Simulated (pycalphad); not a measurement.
An equivalent pycalphad script:

```python
from pycalphad import Database, equilibrium, calculate, variables as v
import numpy as np
db = Database('COST507.tdb')
comps = ['C', 'B', 'VA']
phases = ['B4C', 'BETA_RHOMBO_B', 'GRAPHITE', 'LIQUID']
eq = equilibrium(db, comps, phases, {v.X('B'): 0.33, v.T: np.arange(3300, 499, -50), v.P: 101325, v.N: 1}, output=['HM', 'SM'])
```

CALPHAD calculation (pycalphad, COST 507 light-alloy database (1999)), 1 atm. The data set is of 1999 and partly superseded. Phase fractions are per mole of atoms. Kinetics are ignored, which matters at the lower temperatures.

Results at three of the temperatures:

```
T = 3050.00 K, P = 101325 Pa, N = 1 mol of atoms
G = -113563 J/mol, H = 95275 J/mol, S = 68.47 J/(mol K)  (SER reference)
chemical potentials (J/mol): C -95285, B -150673
phase             fraction       x(C)       x(B)
LIQUID              0.5007     0.3590     0.6410
GRAPHITE            0.4993     0.9818     0.0182
```

```
T = 2400.00 K, P = 101325 Pa, N = 1 mol of atoms
G = -75128 J/mol, H = 39644 J/mol, S = 47.82 J/(mol K)  (SER reference)
chemical potentials (J/mol): C -63531, B -98673
phase             fraction       x(C)       x(B)
GRAPHITE            0.6008     0.9844     0.0156
B4C                 0.3992     0.1967     0.8033
```

```
T = 1650.00 K, P = 101325 Pa, N = 1 mol of atoms
G = -42928 J/mol, H = 19058 J/mol, S = 37.57 J/(mol K)  (SER reference)
chemical potentials (J/mol): C -32573, B -63951
phase             fraction       x(C)       x(B)
GRAPHITE            0.5898     0.9973     0.0027
B4C                 0.4102     0.1994     0.8006
```

Changes of the phase set, refined by bisection:

```json
[
 {"T (K)": "2663.4", "phases above": "graphite + liquid", "phases below": "B4C + graphite"}
]
```

Database names, with the compositions (at.%) that they take in these runs: B4C: B 80 C 20.
